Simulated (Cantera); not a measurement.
**Nitride etching: Si3N4 + O2 + N2**

Feed: 1 mol Si3N4, 5.7 mol O2, 0.53 mol N2, equilibrated at 900 K and 1.00 bar.

Method: chemical equilibrium by Gibbs-energy minimisation in Cantera with the NASA 1993 tables (ideal gas, pure condensed phases). Candidate condensed phases: Si, SiO2, Si2N2O, Si3N4; 16 gas species. Rates play no part.

- x(O2): 0.516
- x(N2): 0.484
- x(NO): 1.13e-5
- x(NO2): 2.08e-6
- n(SiO2(β-quartz)): 3.00 mol
- gas amount: 5.230 mol
- log10 activity of Si(s) (absent): -43.11
